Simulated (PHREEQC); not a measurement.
Solution (25 °C): 0.0069 mol/kgw KCl and 0.24 mol/kgw (CH3)4NCl. Closed to the air; pH follows from the charge balance.

Computed with PHREEQC (ion-association model, phreeqc.dat).

This is a speciation only: nothing precipitates in the calculation.

Question: Estimate the activity of water.

Answer: activity of water 0.992.

(CH3)4N+ isn't in the database: it is added as a free cation with an ion size of 4 Å.
